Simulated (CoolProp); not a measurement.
Vapour-liquid equilibrium of fluoroethane (R161) (1) + R1234yf (2) at 0.0295 MPa; x and y are mole fractions of (1).

Values from CoolProp's multi-fluid Helmholtz-energy mixture model, Wu 2012 and Lemmon 2022; pair parameters Bell 2016.

Question: Give the bubble temperature and the first vapour's composition at x = 0.275, 0.8, 0.875. Is there an azeotrope?

Answer: x = 0.275: 215.9 K, y = 0.384; x = 0.8: 212.5 K, y = 0.842; x = 0.875: 212.2 K, y = 0.900. No azeotrope shows between x = 0.05 and 0.95.

Pair parameters are fitted to limited data, so mixtures are less certain than the pure fluids.
